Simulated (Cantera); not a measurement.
Feed: 1 mol HgO, 0.39 mol N2, equilibrated at 0.530 bar.

Equilibrium computed with Cantera from the NASA thermochemical tables; the gas is ideal and each condensed phase is pure. Candidate condensed phases: Hg, HgO; 10 gas species. Rates play no part.

Which condensed phases are stable at each of these points (T (K)): 623, 648, 673, 698, 723, 748, 773, 798, 823, 848, 873, 898, 923, 948?


| T (K) | condensed phases | Hg condensed (%) |
|---|---|---|
| 623 | HgO(s) | 95.4 |
| 648 | HgO(s) | 88.3 |
| 673 | HgO(s) | 59.2 |
| 698 | gas only | 0.0 |
| 723 | gas only | 0.0 |
| 748 | gas only | 0.0 |
| 773 | gas only | 0.0 |
| 798 | gas only | 0.0 |
| 823 | gas only | 0.0 |
| 848 | gas only | 0.0 |
| 873 | gas only | 0.0 |
| 898 | gas only | 0.0 |
| 923 | gas only | 0.0 |
| 948 | gas only | 0.0 |

From 623 K to 673 K the condensed part is HgO(s). From 698 K to 948 K nothing is condensed.
